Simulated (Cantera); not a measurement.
A perfectly stirred reactor is fed with H2 : O2 = 0.012 : 1 (molar parts), at 0.0133 bar; it is held at 1425 K, and followed from long to short residence time.

Detailed kinetics in Cantera: GRI-Mech 3.0 (53 species, 325 reactions). Radical loss at walls, strong at low pressure, is not modelled.

**Question.** What does this change do: 0.025 parts H2O added?

**Answer.** 
| quantity | before | after |
|---|---|---|
| x(H2) at τ = 0.350 s | 5.62e-5 | 9.42e-5 |
| x(O2) at τ = 0.350 s | 0.981 | 0.959 |
| x(H2O2) at τ = 0.350 s | 9.07e-9 | 1.73e-8 |
| x(OH) at τ = 0.350 s | 0.00130 | 0.00187 |
| x(H2O) at τ = 0.350 s | 0.0111 | 0.0347 |
| x(H2) at τ = 18.0 ms | 0.000348 | 0.000405 |
| x(O2) at τ = 18.0 ms | 0.978 | 0.955 |
| x(H2O2) at τ = 18.0 ms | 1.29e-8 | 2.41e-8 |
| x(OH) at τ = 18.0 ms | 0.00186 | 0.00271 |
| x(H2O) at τ = 18.0 ms | 0.0104 | 0.0337 |
